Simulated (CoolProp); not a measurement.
Vapour pressure (MPa) of nitrous oxide: the reference equation beside estimates from Tc = 309.5 K, pc = 7.245 MPa, ω = 0.161. Clausius-Clapeyron is anchored at 244.2 K with a constant enthalpy of vaporisation of 12.89 kJ/mol.

Model: reference Helmholtz-energy equation of state, Lemmon 2006, in CoolProp. It is a short technical equation, of lower accuracy than the large ones.

| T (K) | reference | Lee-Kesler | Clausius-Clapeyron | van der Waals | Redlich-Kwong | Soave-Redlich-Kwong |
|---|---|---|---|---|---|---|
| 209.5 | 0.3660 | 0.3665 | 0.4761 | 1.221 | 0.4738 | 0.3663 |
| 216.5 | 0.4953 | 0.4963 | 0.6048 | 1.447 | 0.6294 | 0.4961 |
| 223.4 | 0.6538 | 0.6555 | 0.7545 | 1.695 | 0.8160 | 0.6556 |
| 230.3 | 0.8475 | 0.8498 | 0.9289 | 1.969 | 1.039 | 0.8509 |
| 237.2 | 1.081 | 1.083 | 1.130 | 2.270 | 1.302 | 1.087 |
| 244.2 | 1.363 | 1.365 | 1.363 | 2.604 | 1.613 | 1.372 |
| 251.1 | 1.690 | 1.692 | 1.622 | 2.962 | 1.966 | 1.704 |
| 258 | 2.071 | 2.072 | 1.914 | 3.349 | 2.369 | 2.091 |
| 264.9 | 2.511 | 2.511 | 2.238 | 3.767 | 2.826 | 2.538 |
| 271.9 | 3.023 | 3.022 | 2.602 | 4.223 | 3.345 | 3.059 |
| 278.8 | 3.599 | 3.596 | 2.996 | 4.704 | 3.917 | 3.643 |
| 285.7 | 4.252 | 4.250 | 3.426 | 5.217 | 4.550 | 4.304 |

Absolute difference from the reference over all 12 rows, mean and median: Lee-Kesler 0.1 and 0.1 %, Clausius-Clapeyron 12.9 and 12.4 %, van der Waals 99.9 and 83.2 %, Redlich-Kwong 17.7 and 17.3 %, Soave-Redlich-Kwong 0.7 and 0.7 %.
